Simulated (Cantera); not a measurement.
A closed system holds: 1 mol SiO2, 0.0058 mol C, 0.034 mol H2, at 1750 K and 10.0 mbar.

Equilibrium computed with Cantera from the NASA thermochemical tables; the gas is ideal and each condensed phase is pure. Candidate condensed phases: C, C6H6, C7H8, C8H18, H2O, Si, SiC, SiO2; 123 gas species. The tables hold silica as quartz up to 1696 K and as liquid above; real silica turns to tridymite and cristobalite and melts near 1996 K. Kinetics and transport are ignored.

Base state: H2 0.743, SiO 0.127, CO 0.127, H 0.00200, H2O 0.000468, CO2 2.21e-5 (mole fractions); condensed: SiO2(condensed).

Problem. What changes in the equilibrium state with this change: SiO2 replaced by Si3N4?

Solution. 
```
species                 before     after
--------------------  --------  --------
H2                       0.743     0.618
N2                           0     0.380
H                      0.00200   0.00183
SiO                      0.127         0
CO                       0.127         0
Si                     4.44e-7  0.000150
H2O                   0.000468         0
HCN                          0   4.41e-5
SiO2(condensed), mol     0.994         0
Si(l), mol                   0    0.0255
SiC(s), mol                  0   0.00580
Si3N4(s), mol                0     0.990
```
Mutual solubility and eutectic melting of coexisting phases are not modelled. Gases not in the tables: Si2H6 and higher silanes. Further candidate phases: Si3N4.
